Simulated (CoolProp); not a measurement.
500 sccm (0 °C, 1 atm) of nitrogen bubbles through liquid n-octane at 355.8 K and leaves saturated at a total pressure of 0.15 MPa (ideal gas phase). Each further row changes one setting.

Computed with CoolProp (reference Helmholtz-energy equation of state, Beckmüller 2019).

```tsv
case	vapour pressure (kPa)	mole fraction of vapour	delivery (mg/min)	delivery (sccm)	change of delivery for a bath 1 K warmer (%)
as stated	25.7	0.172	528	104	4.5
bath temperature 360.8 K	___	___	659	129	___
total pressure 0.3 MPa	25.7	___	___	___	___
```

Problem. Some entries are withheld; supply them.

Solution. 
- bath temperature 360.8 K, vapour pressure (kPa): 30.8
- bath temperature 360.8 K, mole fraction of vapour: 0.205
- bath temperature 360.8 K, change of delivery for a bath 1 K warmer (%): 4.6
- total pressure 0.3 MPa, mole fraction of vapour: 0.0858
- total pressure 0.3 MPa, delivery (mg/min): 239
- total pressure 0.3 MPa, delivery (sccm): 46.9
- total pressure 0.3 MPa, change of delivery for a bath 1 K warmer (%): 4.1
